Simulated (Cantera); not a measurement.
An adiabatic, constant-volume homogeneous reactor starts with CH4 : CO : O2 : N2 = 1 : 0.16 : 2.31 : 6.24 (molar parts), equivalence ratio 0.90, at 1200 K and 1.00 atm.

Cantera simulation using GRI-Mech 3.0 (53 species, 325 reactions); the numbers are that mechanism's predictions, not measurements.

### Question
Predict: time of steepest temperature rise; temperature at 4.00 s; equilibrium temperature; x(CO) at 4.00 s; x(O2) at 4.00 s; x(H) at 4.00 s; x(H2O) at 4.00 s; x(H2O2) at 4.00 s.

### Answer
| Property | Result |
|---|---|
| time of steepest temperature rise | 34.0 ms |
| temperature at 4.00 s | 2911 K |
| equilibrium temperature | 2911 K |
| x(CO) at 4.00 s | 0.0494 (gas-phase equilibrium 0.0494) |
| x(O2) at 4.00 s | 0.0381 (gas-phase equilibrium 0.0381) |
| x(H) at 4.00 s | 0.00976 (gas-phase equilibrium 0.00976) |
| x(H2O) at 4.00 s | 0.161 (gas-phase equilibrium 0.161) |
| x(H2O2) at 4.00 s | 7.59e-7 (gas-phase equilibrium 7.59e-7) |
